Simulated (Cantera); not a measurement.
A Cantera script and its output.

```python
import numpy as np
import cantera as ct

gas = ct.Solution("gri30.yaml")
gas.TPX = 1050, 930000, {'CH2O': 0.0031, 'O2': 0.013, 'N2': 1}
reactor = ct.IdealGasConstPressureReactor(gas, energy="off", clone=False)
net = ct.ReactorNet([reactor])
net.rtol, net.atol = 1e-08, 1e-18
show = ['CH2O', 'O2', 'N2O', 'CO', 'HCN', 'C2H4']
times = np.geomspace(3e-05, 7, 15)

steps = ct.SolutionArray(gas, extra=["t"])
rows = []
print(f"{'t/s':>10s}{'T/K':>9s}{'P/Pa':>11s}" + "".join(f"{s:>11s}" for s in show))
for t in times:
    while net.time < t:
        t_next = net.step()
        steps.append(gas.state, t=t_next)
    rows.append([np.interp(t, steps.t, y) for y in (steps.T, steps.P, *steps(*show).X.T)])
    print(f"{t:10.3e}{rows[-1][0]:9.1f}{rows[-1][1]:11.4g}" + "".join(f"{x:11.3e}" for x in rows[-1][2:]))
rate = np.gradient(steps.T, steps.t)
print("integrator steps:", len(steps.t))
if steps.T.max() > steps.T[0] + 200:
    print(f"time of steepest temperature rise: {steps.t[rate.argmax()]:.4e} s")
gas.TPX = 1050, 930000, {'CH2O': 0.0031, 'O2': 0.013, 'N2': 1}
gas.equilibrate("TP")
print(f"equilibrium (TP): T = {gas.T:.1f} K  " + "  ".join(f"{s} {gas[s].X[0]:.3e}" for s in show))
```

Result:

```
       t/s      T/K       P/Pa       CH2O         O2        N2O         CO        HCN       C2H4
 3.000e-05   1050.0    9.3e+05  3.051e-03  1.279e-02  1.481e-14  9.065e-08  6.921e-23  6.334e-30
 7.254e-05   1050.0    9.3e+05  3.051e-03  1.279e-02  7.979e-14  2.779e-07  2.141e-22  7.919e-29
 1.754e-04   1050.0    9.3e+05  3.050e-03  1.279e-02  4.692e-13  1.086e-06  8.421e-22  2.756e-27
 4.240e-04   1050.0    9.3e+05  3.044e-03  1.279e-02  3.395e-12  6.639e-06  5.163e-21  4.862e-25
 1.025e-03   1050.0    9.3e+05  2.964e-03  1.273e-02  4.015e-11  8.631e-05  7.410e-20  6.294e-22
 2.479e-03   1050.0    9.3e+05  1.702e-03  1.208e-02  4.453e-10  1.336e-03  5.121e-18  5.280e-19
 5.994e-03   1050.0    9.3e+05  1.715e-06  1.126e-02  6.869e-09  2.759e-03  2.489e-17  6.674e-18
 1.449e-02   1050.0    9.3e+05  9.198e-08  1.118e-02  1.505e-08  2.653e-03  2.465e-17  4.180e-18
 3.504e-02   1050.0    9.3e+05  4.881e-09  1.110e-02  2.555e-08  2.547e-03  2.422e-17  2.194e-18
 8.472e-02   1050.0    9.3e+05  2.111e-11  1.097e-02  4.739e-08  2.351e-03  2.337e-17  5.402e-19
 2.048e-01   1050.0    9.3e+05  1.915e-12  1.078e-02  9.096e-08  2.029e-03  2.179e-17  3.511e-20
 4.952e-01   1050.0    9.3e+05  5.905e-13  1.054e-02  1.692e-07  1.585e-03  1.929e-17  8.460e-22
 1.197e+00   1050.0    9.3e+05  1.494e-13  1.026e-02  2.940e-07  1.033e-03  1.620e-17  6.807e-24
 2.895e+00   1050.0    9.3e+05  2.446e-14  9.976e-03  4.402e-07  4.702e-04  1.373e-17  1.883e-27
 7.000e+00   1050.0    9.3e+05  1.433e-15  9.808e-03  4.824e-07  1.308e-04  1.197e-17  2.419e-29
integrator steps: 1657
equilibrium (TP): T = 1050.0 K  CH2O 5.710e-29  O2 9.736e-03  N2O 3.412e-09  CO 3.134e-12  HCN 2.174e-31  C2H4 3.668e-69
```

Detailed kinetics in Cantera: GRI-Mech 3.0 (53 species, 325 reactions).
